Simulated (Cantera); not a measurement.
An isothermal, constant-pressure homogeneous reactor starts with CH₂O : O₂ : N₂ = 0.014 : 0.043 : 1 (molar parts), equivalence ratio 0.33, at 1375 K and 1.00 bar.

Cantera simulation using GRI-Mech 3.0 (53 species, 325 reactions); the numbers are that mechanism's predictions, not measurements.

x: mole fraction; the columns are a selection and need not sum to one.

```json
[
 {"t (s)": "4.00e-6", "x CH₂O": "0.0132", "x O₂": "0.0407", "x C₂H₄": "<1e-12", "x N₂O": "<1e-12", "x NO": "<1e-12", "x CO₂": "<1e-12", "x C₂H₂": "<1e-12"},
 {"t (s)": "1.75e-5", "x CH₂O": "0.0132", "x O₂": "0.0407", "x C₂H₄": "<1e-12", "x N₂O": "8.24e-12", "x NO": "<1e-12", "x CO₂": "8.50e-11", "x C₂H₂": "<1e-12"},
 {"t (s)": "7.68e-5", "x CH₂O": "0.0131", "x O₂": "0.0406", "x C₂H₄": "<1e-12", "x N₂O": "2.26e-10", "x NO": "<1e-12", "x CO₂": "3.09e-8", "x C₂H₂": "<1e-12"},
 {"t (s)": "0.000336", "x CH₂O": "0.00502", "x O₂": "0.0372", "x C₂H₄": "<1e-12", "x N₂O": "?", "x NO": "5.40e-12", "x CO₂": "0.000121", "x C₂H₂": "<1e-12"},
 {"t (s)": "0.00147", "x CH₂O": "3.22e-12", "x O₂": "0.0288", "x C₂H₄": "<1e-12", "x N₂O": "?", "x NO": "1.13e-6", "x CO₂": "0.00961", "x C₂H₂": "<1e-12"},
 {"t (s)": "0.00646", "x CH₂O": "<1e-12", "x O₂": "0.0275", "x C₂H₄": "<1e-12", "x N₂O": "7.05e-7", "x NO": "1.40e-6", "x CO₂": "0.0130", "x C₂H₂": "<1e-12"},
 {"t (s)": "0.0283", "x CH₂O": "<1e-12", "x O₂": "0.0274", "x C₂H₄": "<1e-12", "x N₂O": "7.61e-7", "x NO": "1.43e-6", "x CO₂": "0.0132", "x C₂H₂": "<1e-12"},
 {"t (s)": "0.124", "x CH₂O": "<1e-12", "x O₂": "0.0274", "x C₂H₄": "<1e-12", "x N₂O": "?", "x NO": "1.44e-6", "x CO₂": "0.0132", "x C₂H₂": "<1e-12"},
 {"t (s)": "0.543", "x CH₂O": "<1e-12", "x O₂": "0.0274", "x C₂H₄": "<1e-12", "x N₂O": "?", "x NO": "1.45e-6", "x CO₂": "0.0132", "x C₂H₂": "<1e-12"},
 {"t (s)": "2.38", "x CH₂O": "<1e-12", "x O₂": "0.0274", "x C₂H₄": "<1e-12", "x N₂O": "1.75e-8", "x NO": "1.45e-6", "x CO₂": "0.0132", "x C₂H₂": "<1e-12"},
 {"t (s)": "10.4", "x CH₂O": "<1e-12", "x O₂": "0.0274", "x C₂H₄": "<1e-12", "x N₂O": "1.75e-8", "x NO": "1.45e-6", "x CO₂": "0.0132", "x C₂H₂": "<1e-12"},
 {"t (s)": "45.7", "x CH₂O": "<1e-12", "x O₂": "0.0274", "x C₂H₄": "<1e-12", "x N₂O": "1.75e-8", "x NO": "1.46e-6", "x CO₂": "0.0132", "x C₂H₂": "<1e-12"},
 {"t (s)": "200", "x CH₂O": "<1e-12", "x O₂": "0.0274", "x C₂H₄": "<1e-12", "x N₂O": "1.75e-8", "x NO": "1.52e-6", "x CO₂": "0.0132", "x C₂H₂": "<1e-12"}
]
```

**Question.** What belongs in the gaps?

**Answer.** 
- 0.000336, x N₂O: 1.08e-8
- 0.00147, x N₂O: 4.26e-7
- 0.124, x N₂O: 4.86e-7
- 0.543, x N₂O: 6.46e-8
